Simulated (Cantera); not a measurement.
A closed system holds: 1 mol CH3SiCl3, 1.2 mol C2H4, 1400 mol H2, at 1750 K and 0.430 bar.

These are equilibrium values from Cantera (NASA tables, ideal gas, pure condensed phases), not measurements of a reactor. Candidate condensed phases: C, C6H6, C7H8, C8H18, Si, SiC; 109 gas species. The feed counts by its element totals alone. The numbers say what is thermodynamically allowed, not how fast it happens.

Base state: H2 0.997, HCl 0.00213, CH4 0.000390, H 0.000354, C2H2 (acetylene) 0.000115 (mole fractions); condensed: C(graphite) + SiC(s).

Task: What changes in the equilibrium state with this change: H2 from 1400 to 1 mol?

Result: 
```tsv
species	before	after
H2	0.997	0.563
HCl	0.00213	0.411
SiCl2	2.89e-7	0.0190
SiCl3	<1e-9	0.00432
SiCl4	<1e-9	0.00175
SiHCl3	<1e-9	0.000529
SiH2Cl2	<1e-9	2.85e-5
Cl	5.85e-7	0.000150
C(graphite), mol	1.52	2.56
SiC(s), mol	0.999	0.837
```
The tables' values for SiCl3 are old estimates; treat these amounts as uncertain.
